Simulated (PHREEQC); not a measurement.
0.5 mol of Atacamite (Cu2(OH)3Cl) is brought to equilibrium with 1 kg of water, with rising amounts of HCl, at 25 °C. Oxygen is held at 0.21 atm. The system is closed to CO2. The run lets Atacamite, Cu(OH)2 precipitate or redissolve, and no other solid.

The numbers come from PHREEQC with the ion-association model with all activity coefficients set to 1, wateq4f.dat.

```json
[
 {"HCl added (mol)": "0", "pH": "6.30", "Cu(OH)2 (mol)": "0.000330", "CuCl+ (mol/kgw)": "6.79e-8", "Cu+2 (mol/kgw)": "0.000111", "CuCl2 (mol/kgw)": "8.32e-12"},
 {"HCl added (mol)": "0.0417", "pH": "3.95", "Cu(OH)2 (mol)": "0", "CuCl+ (mol/kgw)": "0.00339", "Cu+2 (mol/kgw)": "0.0242", "CuCl2 (mol/kgw)": "9.45e-5"},
 {"HCl added (mol)": "0.0833", "pH": "3.69", "Cu(OH)2 (mol)": "0", "CuCl+ (mol/kgw)": "0.0114", "Cu+2 (mol/kgw)": "0.0433", "CuCl2 (mol/kgw)": "0.000603"},
 {"HCl added (mol)": "0.167", "pH": "3.46", "Cu(OH)2 (mol)": "0", "CuCl+ (mol/kgw)": "0.0350", "Cu+2 (mol/kgw)": "0.0723", "CuCl2 (mol/kgw)": "0.00339"},
 {"HCl added (mol)": "0.208", "pH": "3.39", "Cu(OH)2 (mol)": "0", "CuCl+ (mol/kgw)": "0.0486", "Cu+2 (mol/kgw)": "0.0836", "CuCl2 (mol/kgw)": "0.00565"},
 {"HCl added (mol)": "0.25", "pH": "3.34", "Cu(OH)2 (mol)": "0", "CuCl+ (mol/kgw)": "0.0634", "Cu+2 (mol/kgw)": "0.0937", "CuCl2 (mol/kgw)": "0.00855"},
 {"HCl added (mol)": "0.292", "pH": "3.29", "Cu(OH)2 (mol)": "0", "CuCl+ (mol/kgw)": "0.0786", "Cu+2 (mol/kgw)": "0.103", "CuCl2 (mol/kgw)": "0.0120"},
 {"HCl added (mol)": "0.333", "pH": "3.26", "Cu(OH)2 (mol)": "0", "CuCl+ (mol/kgw)": "0.0939", "Cu+2 (mol/kgw)": "0.111", "CuCl2 (mol/kgw)": "0.0159"},
 {"HCl added (mol)": "0.417", "pH": "3.20", "Cu(OH)2 (mol)": "0", "CuCl+ (mol/kgw)": "0.126", "Cu+2 (mol/kgw)": "0.124", "CuCl2 (mol/kgw)": "0.0253"},
 {"HCl added (mol)": "0.458", "pH": "3.17", "Cu(OH)2 (mol)": "0", "CuCl+ (mol/kgw)": "0.141", "Cu+2 (mol/kgw)": "0.130", "CuCl2 (mol/kgw)": "0.0306"},
 {"HCl added (mol)": "0.5", "pH": "3.15", "Cu(OH)2 (mol)": "0", "CuCl+ (mol/kgw)": "0.157", "Cu+2 (mol/kgw)": "0.136", "CuCl2 (mol/kgw)": "0.0364"}
]
```

Cu(OH)2 from the start (pH 6.30), last present at HCl added = 0 mol.
